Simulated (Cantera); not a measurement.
## Catalytic combustion on Pt

An isothermal plug-flow reactor at 1150 K and 280000 Pa (inlet), inlet velocity 0.38 m/s, active area per volume 160 1/m; feed CH₄ : O₂ : N₂ = 0.0041 : 0.16 : 0.79 (molar parts), equivalence ratio 0.051.

Detailed kinetics in Cantera: Deutschmann's 1995 Pt surface mechanism with GRI-Mech 3.0 gas chemistry. Catalytic surfaces can have several steady states; this one follows from the mechanism file's or the stated starting coverage. Mass transfer to the wall is taken as infinitely fast.

```json
[
 {"z (m)": "0.00059", "x CH₄": "0.00414", "x O₂": "0.167", "x H₂O": "0.000309", "x CO₂": "0.000150", "x CO": "3.44e-6", "θ free Pt": "0.265", "θ O*": "0.734", "θ OH*": "0.000407"},
 {"z (m)": "0.0011", "x CH₄": "0.00400", "x O₂": "0.167", "x H₂O": "0.000573", "x CO₂": "0.000278", "x CO": "3.40e-6", "θ free Pt": "0.265", "θ O*": "0.734", "θ OH*": "0.000529"},
 {"z (m)": "0.0022", "x CH₄": "0.00370", "x O₂": "0.167", "x H₂O": "0.00113", "x CO₂": "0.000543", "x CO": "3.64e-6", "θ free Pt": "0.265", "θ O*": "0.734", "θ OH*": "0.000724"},
 {"z (m)": "0.0042", "x CH₄": "0.00294", "x O₂": "0.165", "x H₂O": "0.00240", "x CO₂": "0.00107", "x CO": "2.63e-5", "θ free Pt": "0.266", "θ O*": "0.733", "θ OH*": "0.00104"},
 {"z (m)": "0.0082", "x CH₄": "0.000915", "x O₂": "0.161", "x H₂O": "0.00651", "x CO₂": "0.00313", "x CO": "1.80e-5", "θ free Pt": "0.266", "θ O*": "0.732", "θ OH*": "0.00170"},
 {"z (m)": "0.016", "x CH₄": "0.000269", "x O₂": "0.160", "x H₂O": "0.00794", "x CO₂": "0.00392", "x CO": "2.77e-6", "θ free Pt": "0.267", "θ O*": "0.731", "θ OH*": "0.00187"},
 {"z (m)": "0.03", "x CH₄": "5.11e-5", "x O₂": "0.159", "x H₂O": "0.00845", "x CO₂": "0.00420", "x CO": "5.27e-7", "θ free Pt": "0.267", "θ O*": "0.731", "θ OH*": "0.00193"},
 {"z (m)": "0.059", "x CH₄": "1.78e-6", "x O₂": "0.159", "x H₂O": "0.00858", "x CO₂": "0.00428", "x CO": "5.31e-8", "θ free Pt": "0.267", "θ O*": "0.731", "θ OH*": "0.00195"}
]
```
x: gas mole fraction; θ: surface coverage.
